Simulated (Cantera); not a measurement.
Charge: 1 mol MgO, 1.8 mol HI, 0.28 mol H2, 0.15 mol H2O, equilibrated at 1450 K and 750 Torr.

These are equilibrium values from Cantera (NASA tables, ideal gas, pure condensed phases), not measurements of a reactor. Candidate condensed phases: H2O, I2, Mg, MgI2, MgO, Mg(OH)2; 20 gas species. The numbers say what is thermodynamically allowed, not how fast it happens.

Base state: HI 0.418, H2 0.252, I 0.198, H2O 0.0759, I2 0.0400, MgI2 0.0153 (mole fractions); condensed: MgO(s).

Question: What changes in the equilibrium state with this change: H2O from 0.15 to 0.46 mol?

Answer: 
| species | before | after |
|---|---|---|
| HI | 0.418 | 0.374 |
| H2 | 0.252 | 0.229 |
| I | 0.198 | 0.187 |
| H2O | 0.0759 | 0.170 |
| MgI2 | 0.0153 | 0.00548 |
| I2 | 0.0400 | 0.0354 |
| MgO(s), mol | 0.962 | 0.985 |

Question: What changes in the equilibrium state with this change: pressure from 750 Torr to 345 Torr?

Answer: 
```
species      before   after
-----------  ------  ------
HI            0.418   0.369
H2            0.252   0.265
I             0.198   0.252
I2           0.0400  0.0296
MgI2         0.0153  0.0127
H2O          0.0759  0.0714
MgO(s), mol   0.962   0.968
```
